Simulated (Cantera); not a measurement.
Feed: 1 mol SiH4, a varied amount of HCl, 850 mol H2, at 2575 K and 1.33 mbar.

Method: chemical equilibrium by Gibbs-energy minimisation in Cantera with the NASA 1993 tables (ideal gas, pure condensed phases). Candidate condensed phases: Si; 19 gas species. Rates play no part.

x: gas mole fraction; nothing condenses.

| n(HCl) (mol) | x H | x H2 | x Cl | x HCl |
|---|---|---|---|---|
| 0.083 | 0.600 | 0.400 | 3.50e-5 | 3.32e-5 |
| 0.11 | 0.600 | 0.400 | 4.63e-5 | 4.40e-5 |
| 0.15 | 0.600 | 0.399 | 6.32e-5 | 5.99e-5 |
| 0.2 | 0.600 | 0.399 | 8.42e-5 | 7.99e-5 |
| 0.28 | 0.600 | 0.399 | 0.000118 | 0.000112 |
| 0.37 | 0.599 | 0.399 | 0.000156 | 0.000148 |
| 0.5 | 0.599 | 0.399 | 0.000210 | 0.000200 |
| 0.68 | 0.599 | 0.399 | 0.000286 | 0.000271 |
| 0.92 | 0.599 | 0.399 | [?] | [?] |
| 1.2 | 0.599 | 0.399 | 0.000505 | 0.000479 |
| 1.7 | 0.599 | 0.399 | [?] | [?] |
| 2.3 | 0.599 | 0.398 | 0.000967 | 0.000916 |
| 3.1 | 0.599 | 0.398 | 0.00130 | 0.00123 |

Problem. What belongs in the gaps?

Solution. 
- 1.7, x Cl: 0.000715
- 1.7, x HCl: 0.000678
- 0.92, x Cl: 0.000387
- 0.92, x HCl: 0.000367
